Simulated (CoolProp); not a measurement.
A single-stage vapour-compression cycle with R124: evaporating at 322.15 K (dew point), condensing at 361.15 K (bubble point), superheat 2 K, subcooling 8 K, compressor efficiency 0.85, no pressure losses. Each further row changes one setting.

Model: reference Helmholtz-energy equation of state, de Vries 1995, in CoolProp.

| case | cooling COP | pressure ratio | discharge temperature (K) | refrigerating effect (kJ/kg) | volumetric capacity (kJ/m³) |
|---|---|---|---|---|---|
| as stated | 5.61 | 2.47 | 363.3 | 94.1 | 4330 |
| evaporating temperature 327.15 K | 6.73 | 2.17 | 363.3 | 96.6 | 5080 |
| condensing temperature 356.15 K | 6.74 | 2.22 | 358.1 | 101 | 4630 |
| subcooling 13 K | 6.01 | 2.47 | 363.3 | 101 | 4640 |
| superheat 12 K | 5.75 | 2.47 | 372.0 | 103 | 4490 |
| compressor efficiency 0.75 | 4.95 | 2.47 | 365.1 | 94.1 | 4330 |
